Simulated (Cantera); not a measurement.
Hydrocarbon pyrolysis for carbon deposition

A perfectly stirred reactor is fed with 1.73 % CH4, 95.2 % N2, 3.11 % H2O, at 20.0 Torr; it is held at 2000 K, and followed from long to short residence time.

Detailed kinetics in Cantera: GRI-Mech 3.0 (53 species, 325 reactions). Radical loss at walls, strong at low pressure, is not modelled.

| τ (s) | x CH4 | x HCN | x C2H | x CH3 | x CH2 | x H2 | x H |
|---|---|---|---|---|---|---|---|
| 14 | 7.67e-5 | 0.000198 | 1.80e-8 | 2.39e-5 | 4.67e-7 | 0.0499 | 0.000792 |
| 4.4 | 0.000212 | 0.000459 | 1.09e-7 | 6.16e-5 | 1.13e-6 | 0.0481 | 0.000713 |
| 1.4 | 0.000491 | 0.000506 | 4.02e-7 | 0.000133 | 2.26e-6 | 0.0438 | 0.000608 |
| 0.44 | 0.00102 | 0.000281 | 8.70e-7 | 0.000251 | 3.81e-6 | 0.0361 | 0.000463 |
| 0.14 | 0.00210 | 0.000109 | 1.12e-6 | 0.000444 | 5.53e-6 | 0.0276 | 0.000318 |
| 0.043 | 0.00446 | 3.29e-5 | 9.47e-7 | 0.000763 | 7.13e-6 | 0.0199 | 0.000204 |
| 0.014 | 0.00844 | 7.61e-6 | 5.25e-7 | 0.00112 | 7.66e-6 | 0.0121 | 0.000118 |
| 0.0042 | 0.0138 | 6.60e-7 | 9.14e-8 | 0.00117 | 5.28e-6 | 0.00374 | 4.31e-5 |
| 0.0013 | 0.0166 | 1.81e-8 | 1.56e-9 | 0.000577 | 1.34e-6 | 0.000480 | 1.23e-5 |
| 0.00042 | 0.0171 | 6.79e-10 | 1.03e-11 | 0.000194 | 2.08e-7 | 0.000101 | 7.81e-6 |
| 0.00013 | 0.0172 | 2.95e-11 | <1e-12 | 5.64e-5 | 2.51e-8 | 2.58e-5 | 6.42e-6 |
x: mole fraction; the columns are a selection and need not sum to one.
